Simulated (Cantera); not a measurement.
An isothermal, constant-pressure homogeneous reactor starts with CH4 : O2 : N2 = 0.0027 : 0.017 : 1 (molar parts), equivalence ratio 0.32, at 1550 K and 1.00 bar.

Computed with Cantera and GRI-Mech 3.0 (53 species, 325 reactions).

Q: Predict: x(O2) at 4.00 s; x(O) at 4.00 s; x(NO) at 4.00 s; x(N2O) at 4.00 s; x(H2O) at 4.00 s.

A: 
| Quantity | Result |
|---|---|
| x(O2) at 4.00 s | 0.0114 (gas-phase equilibrium 0.0112) |
| x(O) at 4.00 s | 8.40e-7 (gas-phase equilibrium 8.32e-7) |
| x(NO) at 4.00 s | 2.39e-6 (gas-phase equilibrium 0.000401) |
| x(N2O) at 4.00 s | 2.72e-8 (gas-phase equilibrium 2.70e-8) |
| x(H2O) at 4.00 s | 0.00529 (gas-phase equilibrium 0.00529) |
